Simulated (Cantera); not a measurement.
An adiabatic, constant-pressure homogeneous reactor starts with CH₄ : O₂ : N₂ = 1 : 1.11 : 10.6 (molar parts), equivalence ratio 1.8, at 1350 K and 1.80 bar. Integrator tolerance rtol = 1e-08.

Computed with Cantera and GRI-Mech 3.0 (53 species, 325 reactions).

```tsv
quantity	before	after
time of steepest temperature rise	14.1 ms	4.99 ms
temperature at 0.200 s	2020 K	2550 K
equilibrium temperature	2020 K	2550 K
x(CH₄) at 0.200 s	3.78e-11 (gas-phase equilibrium 3.89e-11)	1.63e-11 (gas-phase equilibrium 1.84e-11)
x(O₂) at 0.200 s	7.26e-8 (gas-phase equilibrium 7.28e-8)	4.23e-5 (gas-phase equilibrium 4.23e-5)
x(OH) at 0.200 s	4.13e-5 (gas-phase equilibrium 4.13e-5)	0.00215 (gas-phase equilibrium 0.00215)
x(C₂H₆) at 0.200 s	<1e-12 (gas-phase equilibrium <1e-12)	<1e-12 (gas-phase equilibrium <1e-12)
x(CH₂CO) at 0.200 s	<1e-12 (gas-phase equilibrium <1e-12)	<1e-12 (gas-phase equilibrium <1e-12)
```

Task: What was changed between the two runs?
A. initial temperature 1350 to 1275 K
B. constant volume in place of constant pressure
C. O2 1.11 to 2.7 parts
D. N2 10.6 to 3.8 parts

Result: D, N2 10.6 to 3.8 parts
